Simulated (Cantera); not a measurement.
An isothermal, constant-pressure homogeneous reactor starts with CH₄ : H₂O : H₂ = 1 : 0.34 : 0.32 (molar parts), at 1275 K and 5.23 atm. Integrator tolerance rtol = 1e-08.

Computed with Cantera and GRI-Mech 3.0 (53 species, 325 reactions). GRI-Mech 3.0 stops at C3 and has no aromatics, soot or wall deposition, so with more carbon than oxygen in the feed, carbon stays in small species such as C2H2 where larger ones or solid carbon would form.

Task: What does this change do: pressure from 5.23 atm to 0.987 atm?

Result: 
| quantity | before | after |
|---|---|---|
| x(CH₄) at 7.00 s | 0.557 (gas-phase equilibrium 0.280) | 0.573 (gas-phase equilibrium 0.269) |
| x(H₂O) at 7.00 s | 0.201 (gas-phase equilibrium 0.000289) | 0.202 (gas-phase equilibrium 1.11e-5) |
| x(H₂) at 7.00 s | 0.225 (gas-phase equilibrium 0.574) | 0.215 (gas-phase equilibrium 0.581) |
| x(O) at 7.00 s | <1e-12 (gas-phase equilibrium <1e-12) | <1e-12 (gas-phase equilibrium <1e-12) |
| x(CO) at 7.00 s | 7.03e-5 (gas-phase equilibrium 0.145) | 1.86e-5 (gas-phase equilibrium 0.144) |
| x(CH₂CO) at 7.00 s | 2.51e-7 (gas-phase equilibrium 1.60e-7) | 3.66e-7 (gas-phase equilibrium 1.50e-7) |
| x(HCO) at 7.00 s | <1e-12 (gas-phase equilibrium 8.64e-10) | <1e-12 (gas-phase equilibrium 3.76e-10) |

Task: What does this change do: temperature 1275 to 2000 K?

Result: 
```json
[
 {"quantity": "x(CH₄) at 7.00 s", "before": "0.557 (gas-phase equilibrium 0.280)", "after": "0.0171 (gas-phase equilibrium 0.0171)"},
 {"quantity": "x(H₂O) at 7.00 s", "before": "0.201 (gas-phase equilibrium 0.000289)", "after": "4.09e-6 (gas-phase equilibrium 4.13e-6)"},
 {"quantity": "x(H₂) at 7.00 s", "before": "0.225 (gas-phase equilibrium 0.574)", "after": "0.763 (gas-phase equilibrium 0.763)"},
 {"quantity": "x(O) at 7.00 s", "before": "<1e-12 (gas-phase equilibrium <1e-12)", "after": "<1e-12 (gas-phase equilibrium <1e-12)"},
 {"quantity": "x(CO) at 7.00 s", "before": "7.03e-5 (gas-phase equilibrium 0.145)", "after": "0.116 (gas-phase equilibrium 0.116)"},
 {"quantity": "x(CH₂CO) at 7.00 s", "before": "2.51e-7 (gas-phase equilibrium 1.60e-7)", "after": "9.80e-7 (gas-phase equilibrium 9.80e-7)"},
 {"quantity": "x(HCO) at 7.00 s", "before": "<1e-12 (gas-phase equilibrium 8.64e-10)", "after": "1.35e-7 (gas-phase equilibrium 1.35e-7)"}
]
```
